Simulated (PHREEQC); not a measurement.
**Acid mine or pickling water: speciation**

Synthetic water in mg/kgw, 25 °C, pH 2.1, pe 11.1:

```csv
constituent,mg/kgw
Na,302
K,1.01e-05
Ca,101
Mg,23.4
Cl,110
S(6) as SO4,1590
O(0) (dissolved oxygen),0.0809
Zn,0.145
```

Valence states are taken as typed.

Model: ion-association model, phreeqc.dat, run in PHREEQC.

Each row changes one thing in this solution. No solid was allowed to form.

| case | ionic strength (mol/kgw) | SO4-2 (mol/kgw) | HSO4- (mol/kgw) | Ca+2 (mol/kgw) | Mg+2 (mol/kgw) | Zn+2 (mol/kgw) | SI of Gypsum (CaSO4:2H2O) | SI of Halite (NaCl) |
|---|---|---|---|---|---|---|---|---|
| as made | 0.0404 | 0.0103 | 0.00470 | 0.00171 | 0.000602 | 1.36e-6 | -0.78 | -6.13 |
| Ca from 101 to 50.5 mg/kgw | 0.0392 | 0.0106 | 0.00484 | 0.000844 | 0.000593 | 1.34e-6 | -1.07 | -6.13 |
| all concentrations times 4 at the same typed pH | 0.143 | 0.0419 | 0.0140 | 0.00530 | 0.00178 | 3.66e-6 | -0.01 | -5.03 |
| Ca from 101 to 202 mg/kgw | 0.0431 | 0.00992 | 0.00444 | 0.00350 | ___ | ___ | ___ | -6.13 |

**Question.** Some entries are withheld; supply them.

**Answer.** 
- Ca from 101 to 202 mg/kgw, Mg+2 (mol/kgw): 0.000619
- Ca from 101 to 202 mg/kgw, Zn+2 (mol/kgw): 1.40e-6
- Ca from 101 to 202 mg/kgw, SI of Gypsum (CaSO4:2H2O): -0.51
